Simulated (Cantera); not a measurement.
Cantera run:

```python
import numpy as np
import cantera as ct

gas_names = [...]  # 114 gases of nasa_gas.yaml made of C, Fe, H, O
cond_names = """
    C(gr) C6H6(L) C7H8(L) C8H18(L),n-octa Fe(a) Fe(c) Fe(d) Fe(L) FeC5O5(L) FeO(s) FeO(L) Fe(OH)2(s)
    Fe(OH)3(s) Fe2O3(s) Fe3O4(s) H2O(s) H2O(L)
""".split()


# ... load() reads the species with a 1 bar reference pressure and builds the phases ...
atoms = {
    'Fe(CO)5': {'Fe': 1, 'C': 5, 'O': 5},
    'H2': {'H': 2},
}
top_T = {'C(gr)': 4500, 'Fe2O3(s)': 1830, 'Fe3O4(s)': 1870}  # K; cautious upper limits of use, not melting points


# ... equilibrate(T, P, feed) seeds the gas with the atoms and calls Mixture.equilibrate('TP', solver="vcs", rtol=1e-11, max_steps=5000) ...
results = []
feed = {'Fe(CO)5': 1, 'H2': 0.44}  # mol
T = 1200  # K
P = 100000  # Pa
mix = equilibrate(T, P, feed)
results.append((T, P, feed, dict(zip(mix.species_names, mix.species_moles))))
print(gas.report(threshold=1e-05))
for i in range(1, mix.n_phases):
    print(f"{mix.phase(i).name:16s} {mix.phase_moles(i):12.5e} mol")
```

Output:

```
       temperature   1200 K
          pressure   1e+05 Pa
           density   0.26211 kg/m^3
  mean mol. weight   26.151 kg/kmol
   phase of matter   gas

                          1 kg             1 kmol
                     ---------------   ---------------
          enthalpy       -2.9717e+06       -7.7714e+07  J
   internal energy       -3.3532e+06       -8.7692e+07  J
           entropy              9133        2.3884e+05  J/K
    Gibbs function       -1.3931e+07       -3.6432e+08  J
 heat capacity c_p            1307.5             34193  J/K
 heat capacity c_v            989.55             25878  J/K

                      mass frac. Y      mole frac. X     chem. pot. / RT
                     ---------------   ---------------   ---------------
               CH4        6.2341e-05        0.00010162           -42.802
                CO           0.96656           0.90242           -37.279
               CO2          0.025901          0.015391           -72.758
                H2          0.006183          0.080206           -20.501
               H2O         0.0012939         0.0018783            -55.98
     [ +109 minor]        6.5757e-08        1.1232e-07

C(gr)             9.17972e-02 mol
Fe(c)             1.00000e+00 mol
FeC5O5(L)         0.00000e+00 mol
FeO(s)            0.00000e+00 mol
Fe(OH)2(s)        0.00000e+00 mol
Fe(OH)3(s)        0.00000e+00 mol
Fe2O3(s)          0.00000e+00 mol
Fe3O4(s)          0.00000e+00 mol
```

Method: chemical equilibrium by Gibbs-energy minimisation in Cantera with the NASA 1993 tables (ideal gas, pure condensed phases). Condensed phases not in the tables: cementite and carbon dissolved in iron.
